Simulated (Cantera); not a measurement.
Input: 1 mol MgCl2, 0.038 mol O2, 43 mol H2, 3.8 mol HCl, held at 1625 °C and 1330 Pa.

Equilibrium computed with Cantera from the NASA thermochemical tables; the gas is ideal and each condensed phase is pure. The tables' values for MgH are old estimates; treat these amounts as uncertain. Equilibrium is a limit: real reactors are often held back by kinetics, nucleation or transport.

```
species    before     after
-------  --------  --------
H2          0.879     0.887
HCl        0.0914    0.0864
MgCl2      0.0139    0.0168
Cl       0.000499  0.000267
MgH       1.00e-5   5.49e-6
H         0.00636   0.00359
Mg        0.00638   0.00365
MgCl     0.000464  0.000321
H2O       0.00157   0.00158
```
Gas species are given as mole fractions.

Question: Name the change that produced these shifts.
A) temperature from 1625 °C to 1877 °C
B) temperature from 1625 °C to 1200 °C
C) temperature from 1625 °C to 1552 °C
D) temperature from 1625 °C to 1002 °C

Answer: C, temperature from 1625 °C to 1552 °C
